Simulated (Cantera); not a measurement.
Mixture: 7.64 % CH4, 18.4 % O2, 68.1 % N2, 5.81 % CO2, equivalence ratio 0.83, at 100000 Pa, adiabatic and at constant pressure. Ignition delay is the time to a rise of 400 K.

Detailed kinetics in Cantera: GRI-Mech 3.0 (53 species, 325 reactions).

Q: Predict: delay at 1200 K; delay at 1300 K; delay at 1400 K; delay at 1500 K; delay at 1600 K; apparent activation energy between 1500 and 1600 K.

A: 
| Property | Result |
|---|---|
| delay at 1200 K | 45.1 ms |
| delay at 1300 K | 11.6 ms |
| delay at 1400 K | 3.45 ms |
| delay at 1500 K | 1.18 ms |
| delay at 1600 K | 0.477 ms |
| apparent activation energy between 1500 and 1600 K | 180 kJ/mol |
